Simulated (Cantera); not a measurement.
## B2H6 + H2 + O2 (boron, boron nitride and boron oxide)

Charge: 1 mol B2H6, 11 mol H2, 5.6 mol O2.

These are equilibrium values from Cantera (NASA tables, ideal gas, pure condensed phases), not measurements of a reactor. Candidate condensed phases: B, B2O3, B3O3H3, H2O; 23 gas species. The feed counts by its element totals alone. Kinetics and transport are ignored.

**Question.** Map the stable condensed phases over T = 750, 900, 1050, 1200, 1350, 1500, 1650, 1800, 1950, 2100, 2250 K and P in Pa = 10, 46, 220, 1000, 4600, 22000, 100000.

**Answer.** 
```
T in K \ P in Pa
             10     46    220   1000   4600  22000 100000
   2250       A      A      A      A      A      A      A
   2100       A      A      A      A      A      A      A
   1950       A      A      A      A      A      A      A
   1800       A      A      A      A      A      A      A
   1650       A      A      A      A      A      B      B
   1500       A      A      A      A      B      B      B
   1350       A      A      B      B      B      B      B
   1200       B      B      B      B      B      B      B
   1050       B      B      B      B      B      B      B
    900       B      B      B      B      B      B      B
    750       B      B      B      B      B      B      A
```
A: gas only; B: B2O3.
